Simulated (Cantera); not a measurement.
Input (Python, Cantera) and output of one run.

```python
import numpy as np
import cantera as ct

gas_names = """
    C CN CO CO2 C2 CCN CNC C2N2 C2O C3 C3O2 C4 C4N2 C5 N NCO NO NO2 NO3 N2 N2O O O2 O3 Si SiC SiC2 SiN
    SiO SiO2 Si2 Si2C Si2N Si3
""".split()
cond_names = """
    C(gr) Si(cr) Si(L) SiC(b) SiO2(Lqz) SiO2(hqz) SiO2(L) Si2N2O(s) Si3N4(a)
""".split()


# ... load() reads the species with a 1 bar reference pressure and builds the phases ...
atoms = {
    'Si3N4': {'Si': 3, 'N': 4},
    'N2O': {'N': 2, 'O': 1},
    'N2': {'N': 2},
    'CO2': {'C': 1, 'O': 2},
}
top_T = {'C(gr)': 4500, 'SiC(b)': 3050, 'Si2N2O(s)': 2100, 'Si3N4(a)': 2400}  # K; cautious upper limits of use, not melting points


# ... equilibrate(T, P, feed) seeds the gas with the atoms and calls Mixture.equilibrate('TP', solver="vcs", rtol=1e-11, max_steps=5000) ...
results = []
feed = {'Si3N4': 1, 'N2O': 0.039, 'N2': 370, 'CO2': 0.94}  # mol
P = 1.9  # Pa
for T in [973, 1048, 1123, 1198, 1273, 1348, 1423, 1498]:
    mix = equilibrate(T, P, feed)
    results.append((T, P, feed, dict(zip(mix.species_names, mix.species_moles))))
    x = sorted(zip(gas.X, gas.species_names), reverse=True)
    print(f"T = {T:g} K  P = {P:g} Pa  gas = {mix.phase_moles(0):.4g} mol")
    print("   x: " + "  ".join(f"{s} {v:.3e}" for v, s in x if v > 1e-05))
    print("   condensed (mol): " + ("  ".join(f"{mix.phase(i).name} {mix.phase_moles(i):.4g}"
          for i in range(1, mix.n_phases) if mix.phase_moles(i) > 1e-12) or "none"))
```

Result:

```
T = 973 K  P = 1.9 Pa  gas = 371 mol
   x: N2 9.989e-01  CO 1.130e-03
   condensed (mol): C(gr) 0.521  Si2N2O(s) 1.5
T = 1048 K  P = 1.9 Pa  gas = 371 mol
   x: N2 9.989e-01  CO 1.130e-03
   condensed (mol): C(gr) 0.521  Si2N2O(s) 1.5
T = 1123 K  P = 1.9 Pa  gas = 371 mol
   x: N2 9.989e-01  CO 1.129e-03
   condensed (mol): C(gr) 0.521  Si2N2O(s) 1.5
T = 1198 K  P = 1.9 Pa  gas = 371.3 mol
   x: N2 9.984e-01  CO 1.595e-03
   condensed (mol): SiC(b) 0.3476  Si2N2O(s) 1.326
T = 1273 K  P = 1.9 Pa  gas = 371.3 mol
   x: N2 9.984e-01  CO 1.580e-03  SiO 4.780e-05
   condensed (mol): SiC(b) 0.3532  Si2N2O(s) 1.314
T = 1348 K  P = 1.9 Pa  gas = 371.7 mol
   x: N2 9.979e-01  CO 1.350e-03  SiO 7.340e-04
   condensed (mol): SiC(b) 0.4382  Si2N2O(s) 1.144
T = 1423 K  P = 1.9 Pa  gas = 373.8 mol
   x: N2 9.948e-01  SiO 4.890e-03  CO 2.446e-04  Si 5.109e-05
   condensed (mol): SiC(b) 0.8486  Si3N4(a) 0.1014
T = 1498 K  P = 1.9 Pa  gas = 374.2 mol
   x: N2 9.943e-01  SiO 4.995e-03  Si 5.282e-04  CO 1.344e-04
   condensed (mol): Si(cr) 0.03854  SiC(b) 0.8894
```

These are equilibrium values from Cantera (NASA tables, ideal gas, pure condensed phases), not measurements of a reactor. Mutual solubility and eutectic melting of coexisting phases are not modelled.
